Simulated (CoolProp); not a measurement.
A closed Brayton cycle with dry air: compressor inlet 309.15 K and 0.77 MPa, high pressure 1.45 MPa, turbine inlet 865 K, compressor efficiency 0.89, turbine efficiency 0.9, recuperator effectiveness 0.95 (on enthalpy, no pinch check). Each further row changes one setting.

Model: reference Helmholtz-energy equation of state, Lemmon 2000, in CoolProp. It is a pseudo-pure fit of the blend.

```
case                           thermal efficiency (%)  net work (kJ/kg)  compressor to turbine work  compressor exit (K)  turbine exit (K)
-----------------------------  ----------------------  ----------------  --------------------------  -------------------  ----------------
as stated                                           …              61.7                        0.53                378.1             746.4
turbine inlet 815 K                              38.3              54.0                           …                378.1                 …
compressor inlet 319.15 K                           …              59.4                        0.55                    …             746.4
high pressure 1.23 MPa                           40.3              48.9                        0.51                359.0                 …
recuperator effectiveness 0.5                    19.0              61.7                        0.53                378.1             746.4
```

**Question.** Fill in the missing entries.

**Answer.** 
- as stated, thermal efficiency (%): 40.8
- turbine inlet 815 K, compressor to turbine work: 0.56
- turbine inlet 815 K, turbine exit (K): 702.2
- compressor inlet 319.15 K, thermal efficiency (%): 39.5
- compressor inlet 319.15 K, compressor exit (K): 390.2
- high pressure 1.23 MPa, turbine exit (K): 775.6
